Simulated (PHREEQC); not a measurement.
Dissolve 12 mmol/kgw Li2SO4, 4.8 mmol/kgw NaOH and 9 mmol/kgw H2SO4 at 20 °C. Closed to the air; pH follows from the charge balance.

The numbers come from PHREEQC with the ion-association model, wateq4f.dat.

The pH comes out as 2.16. The ionic strength comes out as 0.0510 mol/kgw. The total alkalinity is -13.2 meq/kg.

```
species  molality  activity   log γ
-------  --------  --------  ------
Li+        0.0233    0.0194  -0.079
SO4-2      0.0150   0.00694  -0.336
H+        0.00809   0.00691  -0.069
HSO4-     0.00511   0.00419  -0.086
Na+       0.00464   0.00382  -0.084
LiSO4-   0.000712  0.000588  -0.083
NaSO4-   0.000155  0.000129  -0.082
```

Precipitation was switched off in this run.
